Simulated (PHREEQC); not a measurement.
Consider water at 25 °C with 10 mmol/kgw HCl and 16 mmol/kgw Al2(SO4)3. Closed to the air; pH follows from the charge balance.

All values are PHREEQC results (ion-association model, phreeqc.dat), not measurements.

| quantity | before | after |
|---|---|---|
| pH | 2.27 | 2.84 |
| ionic strength (mol/kgw) | 0.0733 | 0.0193 |
| SO4-2 (mol/kgw) | 0.0135 | 0.00400 |
| Al(SO4)2- (mol/kgw) | 0.00401 | 0.000338 |
| SI of Gibbsite (Al(OH)3) | -4.28 | -2.87 |

Question: Which change was made?
A. Al2(SO4)3 from 0.016 to 0.032 mol/kgw
B. diluted 5-fold with water
C. Al2(SO4)3 from 0.016 to 0.08 mol/kgw
D. Al2(SO4)3 from 0.016 to 0.0032 mol/kgw
E. HCl from 0.01 to 0.001 mol/kgw

Answer: B, diluted 5-fold with water

No solid was allowed to form.
